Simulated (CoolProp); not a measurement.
Vapour pressure (kPa) of benzene: the reference equation beside estimates from Tc = 288.9 °C, pc = 4906 kPa, ω = 0.211. Clausius-Clapeyron is anchored at 94.55 °C with a constant enthalpy of vaporisation of 29.89 kJ/mol.

Model: reference Helmholtz-energy equation of state, Thol 2012, in CoolProp.

| T (°C) | reference | Lee-Kesler | Clausius-Clapeyron | van der Waals | Redlich-Kwong | Soave-Redlich-Kwong | Peng-Robinson |
|---|---|---|---|---|---|---|---|
| 72.05 | 78.63 | 78.02 | 81.98 | 487.2 | 127.9 | 78.42 | 79.71 |
| 94.55 | 155.1 | 154.4 | 155.1 | 690.3 | 236.0 | 154.6 | 155.4 |
| 117.05 | 279.3 | 279.2 | 272.5 | 943.1 | 400.2 | 279.1 | 278.5 |
| 139.65 | 468.9 | 470.0 | 451.3 | 1251 | 635.7 | 470.2 | 466.6 |
| 162.15 | 740.3 | 743.1 | 707.9 | 1617 | 954.2 | 745.2 | 737.1 |
| 184.65 | 1114 | 1118 | 1062 | 2043 | 1370 | 1126 | 1112 |
| 207.25 | 1613 | 1618 | 1537 | 2537 | 1898 | 1635 | 1615 |
| 229.75 | 2257 | 2263 | 2149 | 3097 | 2546 | 2292 | 2268 |

Absolute difference from the reference over all 8 rows, mean and median: Lee-Kesler 0.4 and 0.3 %, Clausius-Clapeyron 3.6 and 4.3 %, van der Waals 195.7 and 142.6 %, Redlich-Kwong 34.5 and 32.2 %, Soave-Redlich-Kwong 0.7 and 0.5 %, Peng-Robinson 0.4 and 0.4 %.
